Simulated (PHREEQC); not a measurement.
# Copper plating or etch bath: an equilibrium model

Consider water at 20 °C with 2.5 mmol/kgw CuCl2, 48 mmol/kgw HNO3 and 0.36 mmol/kgw H3BO3. Closed to the air; pH follows from the charge balance.

Model: ion-association model, phreeqc.dat, run in PHREEQC.

```json
{
 "pH": "1.39",
 "ionic_strength": "0.0555 mol/kgw",
 "specific_conductance": "16000 µS/cm",
 "density": "1.000 g/cm³",
 "total_alkalinity": "-48.0 meq/kg"
}
```

```
species  molality  activity   log γ
-------  --------  --------  ------
H+         0.0480    0.0408  -0.070
NO3-       0.0480    0.0384  -0.097
Cl-       0.00499   0.00404  -0.092
Cu+2      0.00249   0.00118  -0.326
H3BO3    0.000360  0.000365   0.006
CuCl+     1.23e-5   9.95e-6  -0.091
CuCl2     2.01e-8   2.04e-8   0.006
```

No solid was allowed to form. Complexes and solids missing from the database can't appear.
